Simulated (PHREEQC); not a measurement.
A solution holds 2.5 mmol/kgw H2SO4, 6.6 mmol/kgw CuSO4 and 2.3 mmol/kgw MgSO4, at 20 °C. Closed to the air; pH follows from the charge balance.

Equilibrium calculation in PHREEQC: ion-association model, phreeqc.dat.

Question: The ionic strength comes out as 0.0298 mol/kgw. What activity coefficients do Cu+2, SO4-2, H+, Mg+2, HSO4- get?

Answer: Cu+2 0.55, SO4-2 0.53, H+ 0.87, Mg+2 0.55, HSO4- 0.85.

No solid was allowed to form. Species that the database lacks are ignored.
